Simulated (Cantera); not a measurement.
Input: 1 mol HMDSO, 0.59 mol O3, 36 mol H2, held at 100 Torr.

Equilibrium computed with Cantera from the NASA thermochemical tables; the gas is ideal and each condensed phase is pure. Candidate condensed phases: C, C6H6, C7H8, C8H18, H2O, Si, SiC, SiO2; 123 gas species. The feed counts by its element totals alone. Mutual solubility and eutectic melting of coexisting phases are not modelled. The tables hold silica as quartz up to 1696 K and as liquid above; real silica turns to tridymite and cristobalite and melts near 1996 K. Rates play no part.

Which condensed phases are stable at each of these points (T (K)): 1073, 1173, 1273, 1373, 1473, 1573, 1673, 1773?


```json
[
 {"T (K)": "1073", "condensed phases": "C(graphite) + SiC(s) + SiO2(β-quartz)", "Si condensed (%)": "100.0"},
 {"T (K)": "1173", "condensed phases": "C(graphite) + SiC(s) + SiO2(β-quartz)", "Si condensed (%)": "100.0"},
 {"T (K)": "1273", "condensed phases": "C(graphite) + SiC(s) + SiO2(β-quartz)", "Si condensed (%)": "100.0"},
 {"T (K)": "1373", "condensed phases": "C(graphite) + SiC(s) + SiO2(β-quartz)", "Si condensed (%)": "100.0"},
 {"T (K)": "1473", "condensed phases": "C(graphite) + SiC(s)", "Si condensed (%)": "99.8"},
 {"T (K)": "1573", "condensed phases": "C(graphite) + SiC(s)", "Si condensed (%)": "99.6"},
 {"T (K)": "1673", "condensed phases": "C(graphite) + SiC(s)", "Si condensed (%)": "99.5"},
 {"T (K)": "1773", "condensed phases": "C(graphite) + SiC(s)", "Si condensed (%)": "99.3"}
]
```

From 1073 K to 1373 K the condensed part is C(graphite) + SiC(s) + SiO2(β-quartz). From 1473 K to 1773 K the condensed part is C(graphite) + SiC(s).
